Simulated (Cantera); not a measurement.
A perfectly stirred reactor is fed with H2 : O2 : N2 = 0.51 : 1 : 12 (molar parts), equivalence ratio 0.26, at 293 Torr; it is held at 1298 K, and followed from long to short residence time.

Cantera simulation using the H2/O2 subset of GRI-Mech 3.0, which has no nitrogen chemistry; the numbers are that mechanism's predictions, not measurements. The temperature is held fixed by assumption; the heat of reaction is taken as removed at once.

One state of this run: x H2 = 0.00136; x O2 = 0.0559; x O = 0.00170; x HO2 = 7.25e-6; x H2O = 0.0359. x: mole fraction; the columns are a selection and need not sum to one.

**Question.** Which value of τ (s) does it belong to?
(A) 0.0034
(B) 17
(C) 0.014
(D) 0.059

**Answer.** A, 0.0034
